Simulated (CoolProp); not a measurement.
Vapour-liquid equilibrium of n-butane (1) + cis-2-butene (2) at 333.7 K; x and y are mole fractions of (1).

Values from CoolProp's multi-fluid Helmholtz-energy mixture model, Bücker 2006 and Lemmon 2005; pair parameters Bell 2016.

Task: Give the bubble pressure and the first vapour's composition at x = 0.2, 0.35, 0.5. Is there an azeotrope?

Result: x = 0.2: 607.0 kPa, y = 0.219; x = 0.35: 618.3 kPa, y = 0.371; x = 0.5: 627.3 kPa, y = 0.518. No azeotrope shows between x = 0.05 and 0.95.

The pair parameters rest on a limited set of measurements; away from them the model extrapolates.
